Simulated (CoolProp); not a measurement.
Vapour-liquid equilibrium of m-xylene (1) + n-decane (2) at 437.4 K; x and y are mole fractions of (1).

The numbers come from the multi-fluid Helmholtz-energy mixture model, Zhou 2012 and Lemmon 2006; pair parameters Bell 2016 in CoolProp.

| x | bubble pressure (bar) | y at the bubble point | dew pressure at overall composition x (bar) | liquid density (mol/L) |
|---|---|---|---|---|
| 0.05 | 0.8437 | 0.114 | 0.8085 | 4.393 |
| 0.15 | 0.9611 | 0.297 | 0.8645 | 4.574 |
| 0.25 | 1.074 | 0.439 | 0.9280 | 4.769 |
| 0.35 | 1.185 | 0.554 | 1.001 | 4.979 |
| 0.45 | 1.295 | 0.651 | 1.084 | 5.207 |
| 0.55 | 1.404 | 0.733 | 1.181 | 5.453 |
| 0.65 | 1.513 | 0.806 | 1.294 | 5.721 |
| 0.75 | 1.624 | 0.869 | 1.428 | 6.013 |
| 0.85 | 1.735 | 0.926 | 1.588 | 6.333 |
| 0.95 | 1.848 | 0.977 | 1.786 | 6.683 |

No azeotrope shows between x = 0.05 and 0.95.

Pair parameters are fitted to limited data, so mixtures are less certain than the pure fluids.
